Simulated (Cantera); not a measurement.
**Stirred combustor or abatement burner**

A perfectly stirred reactor is fed with 2.49 % CH4, 0.773 % C2H6, 0.127 % C3H8, 20.3 % O2, 76.3 % N2, at 1800000 Pa; it is adiabatic with a 548 K inlet, and is followed from long to short residence time, starting on the burning branch (τ in s: 0.17, 0.05, 0.014, 0.0041, 0.0012, 0.00034, 9.7e-05, 2.8e-05, 8e-06).

Detailed kinetics in Cantera: GRI-Mech 3.0 (53 species, 325 reactions). The pressure lies above the range GRI-Mech 3.0 was tuned for (to about 10 atm).

| τ (s) | T (K) | x CH4 | x C2H6 | x C3H8 | x CO2 | x NO2 | x O2 |
|---|---|---|---|---|---|---|---|
| 0.17 | 1514 | 7.44e-6 | 5.13e-7 | 9.15e-8 | 0.0438 | 2.23e-8 | 0.119 |
| 0.050 | 1511 | 2.30e-5 | 1.64e-6 | 2.91e-7 | 0.0435 | 4.12e-8 | 0.120 |
| 0.014 | 1502 | 7.87e-5 | 5.95e-6 | 1.03e-6 | 0.0425 | 8.94e-8 | 0.120 |
| 0.0041 | 1465 | 0.000321 | 2.59e-5 | 4.28e-6 | 0.0386 | 9.07e-8 | 0.123 |
| 0.0012 | 548 | 0.0249 | 0.00773 | 0.00127 | <1e-12 | <1e-12 | 0.203 |
| 0.00034 | 548 | 0.0249 | 0.00773 | 0.00127 | <1e-12 | <1e-12 | 0.203 |
| 9.7e-5 | 548 | 0.0249 | 0.00773 | 0.00127 | <1e-12 | <1e-12 | 0.203 |
| 2.8e-5 | 548 | 0.0249 | 0.00773 | 0.00127 | <1e-12 | <1e-12 | 0.203 |
| 8.0e-6 | 548 | 0.0249 | 0.00773 | 0.00127 | <1e-12 | <1e-12 | 0.203 |
x: mole fraction; the columns are a selection and need not sum to one.
